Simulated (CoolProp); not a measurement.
Model: reference Helmholtz-energy equation of state, Lemmon 2006, in CoolProp. It is a short technical equation, of lower accuracy than the large ones.

**Question.** For carbon monoxide, give the phase and the density (kg/m³), isothermal compressibility (1/MPa) at 73.2 K and 11.1 MPa; 73.2 K and 17.5 MPa.

**Answer.** 
- 73.2 K and 11.1 MPa: liquid; density 849, isothermal compressibility 0.00189
- 73.2 K and 17.5 MPa: liquid; density 858, isothermal compressibility 0.00170
